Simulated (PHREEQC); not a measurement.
A solution holds 0.014 mol HF, 0.00057 mol NaCl and 0.0099 mol CuCl2 per kg of water, at 67 °C. Closed to the air; pH follows from the charge balance.

Model: ion-association model, wateq4f.dat, run in PHREEQC.

Task: The ionic strength comes out as 0.0294 mol/kgw. What activity coefficients do Cu+2, F-, H+, Na+, CuF+ get?

Result: Cu+2 0.52, F- 0.83, H+ 0.86, Na+ 0.84, CuF+ 0.84.

Precipitation was switched off in this run. Species that the database lacks are ignored. Away from 25 °C the constants follow the database's enthalpies or fits; those with neither stay at their 25 °C values.
